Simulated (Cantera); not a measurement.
A closed system holds: 1 mol HBr, 0.7 mol O2, 0.12 mol H2, at 1975 K and 75.0 Torr.

Method: chemical equilibrium by Gibbs-energy minimisation in Cantera with the NASA 1993 tables (ideal gas, pure condensed phases). Candidate condensed phases: Br2, H2O; 12 gas species. Equilibrium is a limit: real reactors are often held back by kinetics, nucleation or transport.

Base state: Br 0.420, H2O 0.272, O2 0.217, HBr 0.0797, OH 0.00535, Br2 0.00415, O 0.000811, H2 0.000441 (mole fractions); condensed: gas only.

What changes in the equilibrium state with this change: O2 from 0.7 to 0.17 mol?


```tsv
species	before	after
HBr	0.0797	0.384
Br	0.420	0.348
H2O	0.272	0.249
O2	0.217	0.000158
H2	0.000441	0.0150
O	0.000811	2.19e-5
OH	0.00535	0.000841
H	9.08e-5	0.000529
```

What changes in the equilibrium state with this change: temperature from 1975 K to 1048.15 K?


| species | before | after |
|---|---|---|
| H2O | 0.272 | 0.396 |
| Br2 | 0.00415 | 0.309 |
| O2 | 0.217 | 0.259 |
| Br | 0.420 | 0.0173 |
| HBr | 0.0797 | 0.0179 |
| O | 0.000811 | 1.02e-9 |
| H2 | 0.000441 | <1e-9 |
| H | 9.08e-5 | <1e-9 |
| OH | 0.00535 | 1.05e-6 |
